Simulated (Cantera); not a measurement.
Input (Python, Cantera) and output of one run.

```python
import numpy as np
import cantera as ct

gas_names = """
    SO2 O2
""".split()
cond_names = """
    S(cr1) S(cr2) S(L)
""".split()


# ... load() reads the species with a 1 bar reference pressure and builds the phases ...
species = {s.name: s for s in load("nasa_gas.yaml", gas_names) + load("nasa_condensed.yaml", cond_names)}
# Each term lists the table entries of one substance; the one whose range holds T is used.
reactions = {
    'SO2(g) = O2(g) + S':
        [(-1, ['SO2']), (1, ['O2']), (1, ['S(cr1)', 'S(cr2)', 'S(L)'])],
}


def pick(names, T):
    return next(species[n] for n in names if species[n].thermo.min_temp <= T <= species[n].thermo.max_temp)


results = []
for label, terms in reactions.items():
    print(label)
    print("     T/K   dH/kJ  dS/(J/K)   dG/kJ   log10 K")
    for T in [498, 548, 598, 648, 698, 748, 798, 848, 898]:
        used = [(nu, pick(names, T)) for nu, names in terms]
        dH = sum(nu * s.thermo.h(T) for nu, s in used) / 1e6
        dS = sum(nu * s.thermo.s(T) for nu, s in used) / 1e3
        dG = dH - T * dS / 1e3
        logK = -dG * 1e6 / (ct.gas_constant * T * np.log(10))
        results.append((label, T, dH, dS, dG, logK, [s.name for _, s in used]))
        print(f"{T:8g} {dH:8.1f} {dS:8.1f} {dG:8.1f} {logK:8.2f}")
```

Output:

```
SO2(g) = O2(g) + S
     T/K   dH/kJ  dS/(J/K)   dG/kJ   log10 K
     498    302.7      3.7    300.9   -31.56
     548    303.9      6.0    300.6   -28.65
     598    304.9      7.8    300.3   -26.23
     648    305.8      9.2    299.8   -24.17
     698    306.5     10.2    299.4   -22.40
     748    307.1     11.0    298.8   -20.87
     798    307.7     11.8    298.3   -19.52
     848    308.3     12.6    297.6   -18.33
     898    309.0     13.4    297.0   -17.28
```

Standard-state values (1 bar) from the NASA 1993 polynomials, evaluated with Cantera. Condensed species are held in their standard states even where they would react or evaporate.
